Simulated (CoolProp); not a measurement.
The fluid at 293.15 K and 6.94 MPa flows at 0.78 m/s in a round tube of 6 mm bore and 15 µm roughness, fully developed (64/Re and Nu = 3.66 if laminar; Colebrook and Gnielinski if turbulent). The same conditions are run with several fluids, on thermodynamics alone (safety and materials aside).

The numbers come from the reference Helmholtz-energy equation of state of each fluid (R11: Jacobsen 1992; methanol: de Reuck 1993; n-butane: Bücker 2006; R141b: Lemmon 2006) in CoolProp.

```csv
fluid,Reynolds number,Darcy friction factor,pressure drop (Pa/m),heat-transfer coefficient (W/(m² K)),mass flow (kg/h)
R11,14400,0.0323,2460,1560,119
methanol,6120,0.0382,1550,1790,63.3
n-butane,15200,0.0320,954,1880,46.7
R141b,12600,0.0330,2100,1540,99.8
```

Transport values come from each fluid's own correlations; those of R11, R141b are estimates that may be off by 10 % or more.
